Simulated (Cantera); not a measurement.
Cantera run, input and output.

```python
import numpy as np
import cantera as ct

gas = ct.Solution("gri30.yaml")
gas.TPX = 1275, 2400, {'CH4': 0.016, 'H2': 1, 'H': 0.0049}
reactor = ct.IdealGasConstPressureReactor(gas, energy="off", clone=False)
net = ct.ReactorNet([reactor])
net.rtol, net.atol = 1e-08, 1e-18
show = ['CH4', 'H2', 'H', 'CH3', 'C2H4', 'C2H2']
times = np.geomspace(5e-06, 30, 12)

steps = ct.SolutionArray(gas, extra=["t"])
rows = []
print(f"{'t/s':>10s}{'T/K':>9s}{'P/Pa':>11s}" + "".join(f"{s:>11s}" for s in show))
for t in times:
    while net.time < t:
        t_next = net.step()
        steps.append(gas.state, t=t_next)
    rows.append([np.interp(t, steps.t, y) for y in (steps.T, steps.P, *steps(*show).X.T)])
    print(f"{t:10.3e}{rows[-1][0]:9.1f}{rows[-1][1]:11.4g}" + "".join(f"{x:11.3e}" for x in rows[-1][2:]))
rate = np.gradient(steps.T, steps.t)
print("integrator steps:", len(steps.t))
if steps.T.max() > steps.T[0] + 200:
    print(f"time of steepest temperature rise: {steps.t[rate.argmax()]:.4e} s")
gas.TPX = 1275, 2400, {'CH4': 0.016, 'H2': 1, 'H': 0.0049}
gas.equilibrate("TP")
print(f"equilibrium (TP): T = {gas.T:.1f} K  " + "  ".join(f"{s} {gas[s].X[0]:.3e}" for s in show))
```

Output:

```
       t/s      T/K       P/Pa        CH4         H2          H        CH3       C2H4       C2H2
 5.000e-06   1275.0       2400  1.559e-02  9.796e-01  4.719e-03  8.032e-05  7.333e-11  5.344e-14
 2.066e-05   1275.0       2400  1.538e-02  9.798e-01  4.502e-03  2.929e-04  5.693e-09  4.394e-11
 8.538e-05   1275.0       2400  1.490e-02  9.804e-01  3.977e-03  7.621e-04  3.092e-07  1.371e-08
 3.528e-04   1275.0       2400  1.464e-02  9.809e-01  3.416e-03  9.517e-04  5.031e-06  4.618e-07
 1.458e-03   1275.0       2400  1.480e-02  9.819e-01  2.498e-03  7.240e-04  2.579e-05  4.383e-06
 6.025e-03   1275.0       2400  1.514e-02  9.832e-01  1.173e-03  3.498e-04  5.759e-05  2.214e-05
 2.490e-02   1275.0       2400  1.531e-02  9.841e-01  3.629e-04  1.098e-04  7.798e-05  5.432e-05
 1.029e-01   1275.0       2400  1.534e-02  9.844e-01  9.420e-05  2.860e-05  7.807e-05  8.872e-05
 4.251e-01   1275.0       2400  1.533e-02  9.845e-01  2.373e-05  7.208e-06  6.333e-05  1.175e-04
 1.757e+00   1275.0       2400  1.533e-02  9.845e-01  6.907e-06  2.098e-06  4.559e-05  1.394e-04
 7.260e+00   1275.0       2400  1.533e-02  9.845e-01  4.284e-06  1.301e-06  2.741e-05  1.595e-04
 3.000e+01   1275.0       2400  1.532e-02  9.845e-01  4.226e-06  1.283e-06  1.829e-05  1.749e-04
integrator steps: 1310
equilibrium (TP): T = 1275.0 K  CH4 1.272e-02  H2 9.858e-01  H 4.756e-06  CH3 1.197e-06  C2H4 1.268e-04  C2H2 1.344e-03
```

Model: GRI-Mech 3.0 (53 species, 325 reactions), integrated in Cantera. GRI-Mech 3.0 stops at C3 and has no aromatics, soot or wall deposition, so with more carbon than oxygen in the feed, carbon stays in small species such as C2H2 where larger ones or solid carbon would form. Radical loss at walls, strong at low pressure, is not modelled.
